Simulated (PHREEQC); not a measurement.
**Geothermal or formation water: an equilibrium model**

Model water analysis in mmol/kgw, 70 °C, pH 7.01, pe -1.9:

```
constituent           mmol/kgw
--------------------  --------
Na                         236
K                        0.621
Ca                        2.92
Mg                        15.2
Cl                         225
S(6)                      25.7
Alkalinity (meq/kgw)      0.25
Fe(2)                    0.336
F                        0.193
Br                        1.37
Zn                       0.203
B                        0.244
```

Valence states are taken as typed.

All values are PHREEQC results (ion-association model, wateq4f.dat), not measurements.

```
Property                     Result
--------------------  -------------
ionic strength        0.285 mol/kgw
activity of water             0.992
charge-balance error         -0.8 %
```

```tsv
species	molality	activity	log γ
Na+	0.231	0.163	-0.152
Cl-	0.225	0.149	-0.179
SO4-2	0.0146	0.00334	-0.640
Mg+2	0.00961	0.00276	-0.543
MgSO4	0.00552	0.00590	0.029
NaSO4-	0.00494	0.00349	-0.151
Ca+2	0.00236	0.000619	-0.581
Br-	0.00137	0.000978	-0.147
K+	0.000595	0.000394	-0.179
CaSO4	0.000556	0.000594	0.029
H3BO3	0.000239	0.000255	0.029
Fe+2	0.000238	6.35e-5	-0.574
HCO3-	0.000190	0.000134	-0.151
F-	0.000135	8.88e-5	-0.183
```

Precipitation was switched off in this run. Examples of supersaturated solids here: Zincite(c) (slow to form). Others may be too. Species that the database lacks are ignored. Away from 25 °C the constants follow the database's enthalpies or fits; those with neither stay at their 25 °C values. Real BF4- forms and hydrolyses slowly; the run takes it at equilibrium. Fluoro complexes past AlF4- and FeF3 are missing from the database.
